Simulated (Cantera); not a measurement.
A freely propagating, adiabatic, planar premixed flame of CH₄ : C₂H₆ : O₂ : N₂ = 1 : 0.17 : 3.82 : 9.92 (molar parts), equivalence ratio 0.68, unburnt at 375 K and 0.365 atm; mixture-averaged transport, grid criteria slope 0.08 and curve 0.16, no radiation.

Computed with Cantera and GRI-Mech 3.0 (53 species, 325 reactions). Burning velocities carry a grid error of a few per cent, more on coarse grids.

Question: Predict: laminar burning velocity; thermal thickness; peak x(HCN); peak x(CH₂CO).

Answer: 
```
Item                         Result
------------------------  ---------
laminar burning velocity  82.2 cm/s
thermal thickness          0.765 mm
peak x(HCN)                 3.93e-7
peak x(CH₂CO)              0.000185
```
